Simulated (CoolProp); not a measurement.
A single-stage vapour-compression cycle with chlorine: evaporating at 213.15 K (dew point), condensing at 242.15 K (bubble point), superheat 8 K, subcooling 5 K, compressor efficiency 0.8, no pressure losses. Each further row changes one setting.

The numbers come from the reference Helmholtz-energy equation of state, Thol 2021 in CoolProp.

```
case                              cooling COP  pressure ratio  discharge temperature (K)  refrigerating effect (kJ/kg)  volumetric capacity (kJ/m³)
--------------------------------  -----------  --------------  -------------------------  ----------------------------  ---------------------------
as stated                                5.08            4.20                      339.5                           282                          301
evaporating temperature 218.15 K         6.46      (withheld)                      320.4                           284                          393
condensing temperature 237.15 K          6.28            3.37                      319.1                           287                          306
subcooling 10 K                          5.17            4.20                      339.5                           287                          306
superheat 18 K                     (withheld)            4.20                 (withheld)                           287                          293
compressor efficiency 0.7                4.45            4.20                      355.5                           282                          301
```

Q: Some entries are withheld; supply them.

A: 
- evaporating temperature 218.15 K, pressure ratio: 3.18
- superheat 18 K, cooling COP: 4.94
- superheat 18 K, discharge temperature (K): 353.8
